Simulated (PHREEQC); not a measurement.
Consider water at 25 °C with 0.019 mol/kgw LiCl and 1.1e-06 mol/kgw H3BO3. Closed to the air; pH follows from the charge balance.

Equilibrium calculation in PHREEQC: ion-association model, phreeqc.dat.

```yaml
pH: 6.98
ionic_strength: 0.0190 mol/kgw
specific_conductance: 1990 µS/cm
```

```tsv
species	molality	activity	log γ
Cl-	0.0190	0.0165	-0.060
Li+	0.0190	0.0167	-0.055
H3BO3	1.09e-6	1.10e-6	0.002
H+	1.18e-7	1.05e-7	-0.050
OH-	1.11e-7	9.64e-8	-0.061
H2BO3-	6.89e-9	6.02e-9	-0.059
```

This is a speciation only: nothing precipitates in the calculation.
